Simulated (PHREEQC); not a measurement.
**Buffer (model solution)**

A solution holds 0.0011 mol NaHSO4 and 0.21 mol Na2CO3 per kg of water, at 29 °C. Closed to the air; pH follows from the charge balance.

Equilibrium calculation in PHREEQC: ion-association model, phreeqc.dat.

Each row changes one thing in this solution. No solid was allowed to form.

```csv
case,pH,ionic strength (mol/kgw),Na+ (mol/kgw)
as made,11.16,0.371,0.292
Na2CO3 replaced by KHCO3 at the same molality,7.96,0.214,0.00102
NaHSO4 left out,11.23,0.369,0.291
NaHSO4 from 0.0011 to 0.00165 mol/kgw,11.12,0.372,0.293
NaHSO4 from 0.0011 to 0.00121 mol/kgw,11.15,0.371,0.292
Na2CO3 left out,3.02,0.00312,0.00110
Na2CO3 from 0.21 to 0.021 mol/kgw,10.83,0.0521,0.0376
```
